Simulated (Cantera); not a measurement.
A closed system holds: 1 mol Si3H8, 0.51 mol Cl2, 180 mol H2, equilibrated at 1 atm.

Cantera equilibrium calculation (NASA polynomials, part measured and part estimated; ideal gas, pure solids and liquids). Candidate condensed phases: Si; 19 gas species. The feed counts by its element totals alone. Gases not in the tables: Si2H6 and higher silanes. The numbers say what is thermodynamically allowed, not how fast it happens.

Q: Which condensed phases are stable at each of these points (T (K)): 825, 925, 1025, 1125, 1225, 1325, 1425, 1525, 1625, 1725?

A: 
```
T (K)  condensed phases  Si condensed (%)
-----  ----------------  ----------------
825               Si(s)              90.0
925               Si(s)              91.8
1025              Si(s)              94.8
1125              Si(s)              97.7
1225              Si(s)              99.0
1325              Si(s)              99.3
1425              Si(s)              99.4
1525              Si(s)              99.4
1625              Si(s)              99.3
1725              Si(l)              99.2
```

From 825 K to 1625 K the condensed part is Si(s). At 1725 K the condensed part is Si(l).
